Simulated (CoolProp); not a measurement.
Vapour-liquid equilibrium of dimethyl carbonate (1) + n-heptane (2) at 0.0796 MPa; x and y are mole fractions of (1).

The numbers come from the multi-fluid Helmholtz-energy mixture model, Zhou 2011 and Span 2003; pair parameters Bell 2016 in CoolProp.

```json
[
 {"x": "0.05", "bubble temperature (°C)": "85.6", "y at the bubble point": "0.175", "dew temperature at overall composition x (°C)": "89.1", "liquid density (mol/L)": "6.377"},
 {"x": "0.125", "bubble temperature (°C)": "80.9", "y at the bubble point": "0.334", "dew temperature at overall composition x (°C)": "87.0", "liquid density (mol/L)": "6.626"},
 {"x": "0.2", "bubble temperature (°C)": "78.1", "y at the bubble point": "0.428", "dew temperature at overall composition x (°C)": "84.9", "liquid density (mol/L)": "6.877"},
 {"x": "0.275", "bubble temperature (°C)": "76.5", "y at the bubble point": "0.487", "dew temperature at overall composition x (°C)": "82.7", "liquid density (mol/L)": "7.136"},
 {"x": "0.35", "bubble temperature (°C)": "75.5", "y at the bubble point": "0.526", "dew temperature at overall composition x (°C)": "80.5", "liquid density (mol/L)": "7.409"},
 {"x": "0.425", "bubble temperature (°C)": "74.9", "y at the bubble point": "0.554", "dew temperature at overall composition x (°C)": "78.2", "liquid density (mol/L)": "7.702"},
 {"x": "0.5", "bubble temperature (°C)": "74.7", "y at the bubble point": "0.575", "dew temperature at overall composition x (°C)": "76.1", "liquid density (mol/L)": "8.019"},
 {"x": "0.575", "bubble temperature (°C)": "74.6", "y at the bubble point": "0.594", "dew temperature at overall composition x (°C)": "74.7", "liquid density (mol/L)": "8.363"},
 {"x": "0.65", "bubble temperature (°C)": "74.6", "y at the bubble point": "0.613", "dew temperature at overall composition x (°C)": "74.9", "liquid density (mol/L)": "8.739"},
 {"x": "0.725", "bubble temperature (°C)": "74.8", "y at the bubble point": "0.637", "dew temperature at overall composition x (°C)": "76.4", "liquid density (mol/L)": "9.149"},
 {"x": "0.8", "bubble temperature (°C)": "75.3", "y at the bubble point": "0.673", "dew temperature at overall composition x (°C)": "78.0", "liquid density (mol/L)": "9.595"},
 {"x": "0.875", "bubble temperature (°C)": "76.5", "y at the bubble point": "0.734", "dew temperature at overall composition x (°C)": "79.8", "liquid density (mol/L)": "10.08"},
 {"x": "0.95", "bubble temperature (°C)": "79.3", "y at the bubble point": "0.852", "dew temperature at overall composition x (°C)": "81.6", "liquid density (mol/L)": "10.59"}
]
```

y crosses x between x = 0.575 and 0.65: the model has an azeotrope there.

The pair parameters rest on a limited set of measurements; away from them the model extrapolates.
